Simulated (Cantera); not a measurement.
Cantera run:

```python
import numpy as np
import cantera as ct

gas_names = [...]  # 95 gases of nasa_gas.yaml made of C, F, H
cond_names = """
    C(gr) C6H6(L) C7H8(L) C8H18(L),n-octa
""".split()


# ... load() reads the species with a 1 bar reference pressure and builds the phases ...
atoms = {
    'CH2F2': {'C': 1, 'H': 2, 'F': 2},
    'H2': {'H': 2},
}
top_T = {'C(gr)': 4500}  # K; cautious upper limits of use, not melting points


# ... equilibrate(T, P, feed) seeds the gas with the atoms and calls Mixture.equilibrate('TP', solver="vcs", rtol=1e-11, max_steps=5000) ...
results = []
feed = {'CH2F2': 1, 'H2': 2.5}  # mol
P = 133.322  # Pa
for T in [2575, 2600, 2625, 2650, 2675, 2700, 2725, 2750, 2775, 2800, 2825, 2850, 2875]:
    mix = equilibrate(T, P, feed)
    results.append((T, P, feed, dict(zip(mix.species_names, mix.species_moles))))

top = {s: max(r[3][s] / sum(r[3][g] for g in gas_names) for r in results) for s in gas_names}
cols = sorted((s for s in top if top[s] > 1e-05), key=lambda s: -top[s])[:5]
seen = [c for c in cond_names if any(r[3].get(c, 0) > 1e-12 for r in results)]
print("log10 of partial pressures in bar; condensed amounts in mol")
print(f"{'T/K':>10s}" + "".join(f"{s[:9]:>10s}" for s in cols + seen))
for T, P, feed, n in results:
    ng = sum(n[g] for g in gas_names)
    print(f"{T:10.4g}" + "".join(f"{np.log10(max(n[s] / ng * P / 1e5, 1e-99)):10.3f}" for s in cols)
          + "".join(f"{n.get(c, 0):10.4g}" for c in seen))
```

Result:

```
log10 of partial pressures in bar; condensed amounts in mol
       T/K         H        HF        H2        C3         F     C(gr)
      2575    -3.235    -3.338    -3.549    -5.812    -5.622    0.9334
      2600    -3.211    -3.346    -3.591    -5.655    -5.538    0.9203
      2625    -3.190    -3.354    -3.635    -5.500    -5.454    0.9025
      2650    -3.170    -3.363    -3.682    -5.349    -5.370    0.8783
      2675    -3.153    -3.371    -3.732    -5.201    -5.287    0.8451
      2700    -3.138    -3.380    -3.785    -5.056    -5.203    0.7994
      2725    -3.125    -3.389    -3.840    -4.913    -5.120    0.7368
      2750    -3.114    -3.399    -3.898    -4.773    -5.038    0.6508
      2775    -3.105    -3.410    -3.959    -4.635    -4.956    0.5329
      2800    -3.098    -3.422    -4.023    -4.501    -4.874    0.3714
      2825    -3.094    -3.436    -4.090    -4.368    -4.795    0.1501
      2850    -3.090    -3.449    -4.155    -4.302    -4.716         0
      2875    -3.083    -3.459    -4.215    -4.311    -4.638         0
```

Equilibrium computed with Cantera from the NASA thermochemical tables; the gas is ideal and each condensed phase is pure.
